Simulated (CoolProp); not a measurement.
The fluid at 440.96 K and 0.231 MPa is throttled through a valve to 0.0773 MPa with no heat exchange. The same conditions are run with several fluids, on thermodynamics alone (safety and materials aside).

The numbers come from the reference Helmholtz-energy equation of state of each fluid (R115: Lemmon 2016; sulfur dioxide: Gao 2016; oxygen: Schmidt 1985; sulfur hexafluoride: Guder 2009; n-pentane: Thol 2019) in CoolProp.

```csv
fluid,temperature change (K),final density (kg/m³)
R115,-0.7,3.27
sulfur dioxide,-1.8,1.36
oxygen,-0.2,0.675
sulfur hexafluoride,-0.5,3.09
n-pentane,-1.5,1.54
```

Above 300 K oxygen's equation is extrapolated.
